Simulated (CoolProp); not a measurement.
Vapour-liquid equilibrium of cyclohexane (1) + n-nonane (2) at 200.55 °C; x and y are mole fractions of (1).

Model: multi-fluid Helmholtz-energy mixture model, Zhou 2014 and Lemmon 2006; pair parameters Bell 2016, in CoolProp.

```tsv
x	bubble pressure (MPa)	y at the bubble point	dew pressure at overall composition x (MPa)	liquid density (mol/L)
0.05	0.3668	0.149	0.3357	4.446
0.15	0.4552	0.363	0.3670	4.622
0.25	0.5438	0.512	0.4041	4.813
0.35	0.6347	0.624	0.4488	5.018
0.45	0.7298	0.713	0.5036	5.241
0.55	0.8301	0.787	0.5720	5.482
0.65	0.9366	0.849	0.6599	5.743
0.75	1.050	0.901	0.7765	6.027
0.85	1.169	0.945	0.9391	6.335
0.95	1.293	0.983	1.183	6.669
```

No azeotrope shows between x = 0.05 and 0.95.

The pair parameters rest on a limited set of measurements; away from them the model extrapolates.
